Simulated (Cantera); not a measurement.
Cantera run:

```python
import numpy as np
import cantera as ct

gas_names = """
    AL ALH ALN ALO ALOH ALO2 ALO2H AL2 AL2O AL2O2 H HALO HNO HNO2 HNO3 HO2 H2 H2O H2O2 N NH NH2 NH3
    NH2OH NO NO2 NO3 N2 N2H2 N2H4 N2O O OH O2 O3
""".split()
cond_names = """
    AL(cr) AL(L) ALN(s) AL2O3(a) AL2O3(L) H2O(s) H2O(L)
""".split()


# ... load() reads the species with a 1 bar reference pressure and builds the phases ...
atoms = {
    'AlN': {'AL': 1, 'N': 1},
    'H2O': {'H': 2, 'O': 1},
}
top_T = {'ALN(s)': 2750}  # K; cautious upper limits of use, not melting points


# ... equilibrate(T, P, feed) seeds the gas with the atoms and calls Mixture.equilibrate('TP', solver="vcs", rtol=1e-11, max_steps=5000) ...
results = []
feed = {'AlN': 1, 'H2O': 1.6}  # mol
T = 1298.15  # K
P = 1333.22  # Pa
mix = equilibrate(T, P, feed)
results.append((T, P, feed, dict(zip(mix.species_names, mix.species_moles))))
print(gas.report(threshold=0.001))
for i in range(1, mix.n_phases):
    print(f"{mix.phase(i).name:16s} {mix.phase_moles(i):12.5e} mol")
```

Result:

```
       temperature   1298.2 K
          pressure   1333.2 Pa
           density   0.0011077 kg/m^3
  mean mol. weight   8.9678 kg/kmol
   phase of matter   gas

                          1 kg             1 kmol
                     ---------------   ---------------
          enthalpy        2.1373e+06        1.9167e+07  J
   internal energy        9.3372e+05        8.3735e+06  J
           entropy             26143        2.3445e+05  J/K
    Gibbs function       -3.1801e+07       -2.8518e+08  J
 heat capacity c_p              3654             32769  J/K
 heat capacity c_v            2726.9             24454  J/K

                      mass frac. Y      mole frac. X     chem. pot. / RT
                     ---------------   ---------------   ---------------
                H2           0.16057           0.71428           -22.846
               H2O          0.095659          0.047619            -55.51
                N2           0.74377           0.23809           -31.332
     [  +32 minor]        1.8287e-06        8.3595e-06

AL(L)             0.00000e+00 mol
ALN(s)            0.00000e+00 mol
AL2O3(a)          5.00000e-01 mol
```

Cantera equilibrium calculation (NASA polynomials, part measured and part estimated; ideal gas, pure solids and liquids).
